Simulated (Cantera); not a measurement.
An isothermal, constant-pressure homogeneous reactor starts with C3H8 : H2 = 1 : 22 (molar parts), at 1850 K and 1330 Pa. Integrator tolerance rtol = 1e-08.

Cantera simulation using GRI-Mech 3.0 (53 species, 325 reactions); the numbers are that mechanism's predictions, not measurements. GRI-Mech 3.0 was tuned for natural gas; its chemistry of propane as a main component is partial and can be far from experiment. GRI-Mech 3.0 stops at C3 and has no aromatics, soot or wall deposition, so with more carbon than oxygen in the feed, carbon stays in small species such as C2H2 where larger ones or solid carbon would form. Radical loss at walls, strong at low pressure, is not modelled.

Q: What does this change do: temperature 1850 to 1098 K?

A: 
| quantity | before | after |
|---|---|---|
| x(C3H8) at 2.00 s | <1e-12 (gas-phase equilibrium <1e-12) | 2.00e-5 (gas-phase equilibrium 1.29e-9) |
| x(H2) at 2.00 s | 0.938 (gas-phase equilibrium 0.938) | 0.916 (gas-phase equilibrium 0.872) |
| x(CH2) at 2.00 s | 3.33e-7 (gas-phase equilibrium 6.45e-8) | 2.72e-12 (gas-phase equilibrium <1e-12) |
| x(C2H6) at 2.00 s | 3.14e-9 (gas-phase equilibrium 1.49e-10) | 0.000252 (gas-phase equilibrium 6.97e-6) |
| x(CH4) at 2.00 s | 0.000626 (gas-phase equilibrium 0.000117) | 0.0424 (gas-phase equilibrium 0.125) |
| x(C2H4) at 2.00 s | 1.20e-5 (gas-phase equilibrium 1.19e-5) | 0.0392 (gas-phase equilibrium 0.00104) |

Q: What does this change do: 0.79 parts H2O added?

A: 
```csv
quantity,before,after
x(C3H8) at 2.00 s,<1e-12 (gas-phase equilibrium <1e-12),<1e-12 (gas-phase equilibrium <1e-12)
x(H2) at 2.00 s,0.938 (gas-phase equilibrium 0.938),0.919 (gas-phase equilibrium 0.927)
x(CH2) at 2.00 s,3.33e-7 (gas-phase equilibrium 6.45e-8),1.09e-6 (gas-phase equilibrium 5.34e-8)
x(C2H6) at 2.00 s,3.14e-9 (gas-phase equilibrium 1.49e-10),4.10e-8 (gas-phase equilibrium 1.01e-10)
x(CH4) at 2.00 s,0.000626 (gas-phase equilibrium 0.000117),0.00236 (gas-phase equilibrium 9.56e-5)
x(C2H4) at 2.00 s,1.20e-5 (gas-phase equilibrium 1.19e-5),1.11e-5 (gas-phase equilibrium 8.18e-6)
```
